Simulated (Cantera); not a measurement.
Premixed flame

A freely propagating, adiabatic, planar premixed flame of 7.72 % CH₄, 17.1 % O₂, 70.3 % N₂, 4.86 % H₂O, unburnt at 650 K and 5.00 bar; multicomponent+Soret transport, grid criteria slope 0.08 and curve 0.16, no radiation.

Model: GRI-Mech 3.0 (53 species, 325 reactions), integrated in Cantera. Burning velocities carry a grid error of a few per cent, more on coarse grids.

| z (mm) | T (K) | u (m/s) | x CH₄ | x O₂ | x H₂O | x C₂H₆ | x NO | x OH |
|---|---|---|---|---|---|---|---|---|
| -0.411 | 651 | 0.544 | 0.0770 | 0.171 | 0.0487 | 1.17e-7 | <1e-8 | <1e-8 |
| -0.274 | 657 | 0.549 | 0.0763 | 0.171 | 0.0495 | 1.46e-6 | 1.14e-8 | <1e-8 |
| -0.205 | 675 | 0.565 | 0.0748 | 0.170 | 0.0516 | 7.99e-6 | 4.83e-8 | <1e-8 |
| -0.137 | 763 | 0.640 | 0.0687 | 0.163 | 0.0613 | 6.39e-5 | 3.08e-7 | 1.17e-7 |
| -0.0684 | 1125 | 0.951 | 0.0464 | 0.131 | 0.0991 | 0.000469 | 2.63e-6 | 7.54e-6 |
| -0.0342 | 1478 | 1.26 | 0.0244 | 0.0942 | 0.136 | 0.000605 | 6.19e-6 | 0.000119 |
| 0 | 1829 | 1.56 | 0.00434 | 0.0531 | 0.172 | 5.43e-5 | 1.17e-5 | 0.00171 |
| 0.0342 | 1983 | 1.68 | 0.000132 | 0.0330 | 0.185 | 5.31e-8 | 1.80e-5 | 0.00514 |
| 0.0684 | 2049 | 1.73 | 2.49e-6 | 0.0271 | 0.188 | <1e-8 | 2.21e-5 | 0.00592 |
| 0.137 | 2121 | 1.78 | <1e-8 | 0.0229 | 0.192 | <1e-8 | 2.70e-5 | 0.00536 |
| 0.274 | 2177 | 1.83 | <1e-8 | 0.0202 | 0.197 | <1e-8 | 3.31e-5 | 0.00419 |
| 0.547 | 2209 | 1.85 | <1e-8 | 0.0188 | 0.199 | <1e-8 | 4.06e-5 | 0.00323 |
| 1.09 | 2219 | 1.86 | <1e-8 | 0.0183 | 0.200 | <1e-8 | 5.16e-5 | 0.00286 |
x: mole fraction of selected species; z is measured from the peak of heat release.

The laminar burning velocity comes out as 54.3 cm/s and the thermal thickness comes out as 0.137 mm. The peak x(C₂H₆) comes out as 0.000647 and the peak x(OH) is 0.00592. The grid points is 134.
